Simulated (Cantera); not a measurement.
Feed: 1 mol Ti, 0.23 mol CO2, 76 mol CO, 1.6 mol H2O, equilibrated at 10.0 mbar.

Method: chemical equilibrium by Gibbs-energy minimisation in Cantera with the NASA 1993 tables (ideal gas, pure condensed phases). Candidate condensed phases: C, C6H6, C7H8, C8H18, H2O, Ti, TiC, TiO, TiO2, Ti2O3, Ti3O5, Ti4O7; 113 gas species. Mutual solubility and eutectic melting of coexisting phases are not modelled. Condensed phases not in the tables: Magnéli phases beyond Ti4O7. Equilibrium is a limit: real reactors are often held back by kinetics, nucleation or transport.

log p: log10 of the partial pressure in bar; n: condensed amount in mol.

| T (K) | log p CO | log p H2 | log p H | log p CO2 | log p H2O | n C(graphite) | n TiO2(rutile) | n Ti4O7(s) | n Ti3O5(s) | n Ti3O5(l) |
|---|---|---|---|---|---|---|---|---|---|---|
| 1098 | -2.01 | -3.69 | -9.45 | -5.06 | -6.73 | 0.239 | 1.00 | 0 | 0 | 0 |
| 1173 | -2.01 | -3.69 | -8.77 | -5.22 | -6.79 | 0 | 0.128 | 0.218 | 0 | 0 |
| 1248 | -2.01 | -3.69 | -8.17 | -5.00 | -6.49 | 0 | 0 | 0.250 | 0 | 0 |
| 1323 | -2.01 | -3.69 | -7.64 | -5.00 | -6.41 | 0 | 0 | 0.250 | 0 | 0 |
| 1398 | -2.01 | -3.69 | ? | -5.01 | ? | 0 | 0 | 0.250 | 0 | 0 |
| 1473 | -2.01 | -3.69 | -6.74 | -4.87 | -6.16 | 0 | 0 | 0.162 | 0.117 | 0 |
| 1548 | -2.01 | -3.69 | -6.36 | -4.70 | -5.94 | 0 | 0 | 0 | 0.333 | 0 |
| 1623 | -2.01 | -3.69 | -6.01 | -4.71 | -5.89 | 0 | 0 | 0 | 0.333 | 0 |
| 1698 | -2.01 | -3.69 | -5.69 | -4.71 | -5.86 | 0 | 0 | 0 | 0.333 | 0 |
| 1773 | -2.01 | -3.69 | -5.39 | -4.71 | -5.83 | 0 | 0 | 0 | 0.333 | 0 |
| 1848 | -2.01 | -3.70 | ? | -4.71 | -5.80 | 0 | 0 | 0 | 0.333 | 0 |
| 1923 | -2.01 | -3.71 | -4.88 | -4.71 | -5.78 | 0 | 0 | 0 | 0.333 | 0 |
| 1998 | -2.01 | -3.72 | -4.65 | -4.72 | -5.76 | 0 | 0 | 0 | 0.333 | 0 |
| 2073 | -2.01 | -3.73 | -4.45 | -4.71 | -5.75 | 0 | 0 | 0 | 0 | 0.332 |

### Question
Fill in the missing entries.

### Answer

- 1848, log p H: -5.12
- 1398, log p H: -7.17
- 1398, log p H2O: -6.35
